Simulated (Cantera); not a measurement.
An isothermal, constant-pressure homogeneous reactor starts with CH₄ : N₂ = 1 : 140 (molar parts), at 2023 K and 10.00 Torr. Integrator tolerance rtol = 1e-08.

Cantera simulation using GRI-Mech 3.0 (53 species, 325 reactions); the numbers are that mechanism's predictions, not measurements. GRI-Mech 3.0 stops at C3 and has no aromatics, soot or wall deposition, so with more carbon than oxygen in the feed, carbon stays in small species such as C2H2 where larger ones or solid carbon would form. Radical loss at walls, strong at low pressure, is not modelled.

Q: What does this change do: pressure from 10.00 Torr to 1.13 Torr?

A: 
| quantity | before | after |
|---|---|---|
| x(CH₄) at 6.00 s | 1.30e-8 (gas-phase equilibrium 1.69e-9) | 1.48e-6 (gas-phase equilibrium 1.49e-10) |
| x(CH₂) at 6.00 s | 2.21e-9 (gas-phase equilibrium 1.23e-9) | 5.46e-8 (gas-phase equilibrium 1.12e-9) |
| x(CH₃) at 6.00 s | 2.08e-8 (gas-phase equilibrium 5.57e-9) | 1.12e-6 (gas-phase equilibrium 1.58e-9) |
| x(C₂H₂) at 6.00 s | 0.00342 (gas-phase equilibrium 9.81e-5) | 0.00342 (gas-phase equilibrium 9.65e-5) |
| x(HCN) at 6.00 s | 0.000191 (gas-phase equilibrium 0.00682) | 0.000190 (gas-phase equilibrium 0.00675) |
| x(H) at 6.00 s | 0.000820 (gas-phase equilibrium 0.00164) | 0.000399 (gas-phase equilibrium 0.00451) |
| x(C₂H) at 6.00 s | 5.57e-6 (gas-phase equilibrium 3.32e-7) | 2.66e-6 (gas-phase equilibrium 1.05e-6) |

Q: What does this change do: pressure from 10.00 Torr to 0.540 Torr?

A: 
```csv
quantity,before,after
x(CH₄) at 6.00 s,1.30e-8 (gas-phase equilibrium 1.69e-9),1.80e-5 (gas-phase equilibrium 6.08e-11)
x(CH₂) at 6.00 s,2.21e-9 (gas-phase equilibrium 1.23e-9),4.95e-7 (gas-phase equilibrium 1.06e-9)
x(CH₃) at 6.00 s,2.08e-8 (gas-phase equilibrium 5.57e-9),1.20e-5 (gas-phase equilibrium 9.82e-10)
x(C₂H₂) at 6.00 s,0.00342 (gas-phase equilibrium 9.81e-5),0.00342 (gas-phase equilibrium 9.53e-5)
x(HCN) at 6.00 s,0.000191 (gas-phase equilibrium 0.00682),0.000169 (gas-phase equilibrium 0.00671)
x(H) at 6.00 s,0.000820 (gas-phase equilibrium 0.00164),0.000350 (gas-phase equilibrium 0.00618)
x(C₂H) at 6.00 s,5.57e-6 (gas-phase equilibrium 3.32e-7),2.34e-6 (gas-phase equilibrium 1.58e-6)
```
